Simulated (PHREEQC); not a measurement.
## Buffer (model solution)

Dissolve 1.4 mmol/kgw NaHCO3, 0.18 mmol/kgw Na2CO3 and 0.061 mmol/kgw LiCl at 20 °C. Closed to the air; pH follows from the charge balance.

All values are PHREEQC results (ion-association model, phreeqc.dat), not measurements.

The pH is 9.37 and the ionic strength is 0.00198 mol/kgw. The specific conductance is 157 µS/cm and the total alkalinity comes out as 1.76 meq/kg.

```tsv
species	molality	activity	log γ
Na+	0.00176	0.00167	-0.021
HCO3-	0.00141	0.00135	-0.021
CO3-2	0.000161	0.000133	-0.083
Cl-	6.10e-5	5.81e-5	-0.021
Li+	6.10e-5	5.82e-5	-0.021
OH-	1.69e-5	1.61e-5	-0.021
NaCO3-	3.36e-6	3.20e-6	-0.021
CO2	1.38e-6	1.38e-6	0.000
NaHCO3	1.30e-6	1.30e-6	0.000
```

Precipitation was switched off in this run. Species that the database lacks are ignored.
